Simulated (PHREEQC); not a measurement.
Consider water at 20 °C with 2.6 mmol/kgw Ni(NO3)2 and 3.3 mmol/kgw Na2SO4. Closed to the air; pH follows from the charge balance.

Model: ion-association model, wateq4f.dat, run in PHREEQC.

| quantity | before | after |
|---|---|---|
| pH | 6.46 | 6.69 |
| ionic strength (mol/kgw) | 0.0159 | 0.00340 |
| Ni+2 (mol/kgw) | 0.00217 | 0.000486 |
| NiOH+ (mol/kgw) | 4.18e-7 | 1.89e-7 |

Problem. Which change was made?
(A) Ni(NO3)2 from 0.0026 to 0.0013 mol/kgw
(B) Na2SO4 left out
(C) diluted 5-fold with water
(D) temperature from 20 to 35 °C
(E) 0.00084 mol/kgw CuCl2 added

Solution. C, diluted 5-fold with water

No solid was allowed to form.
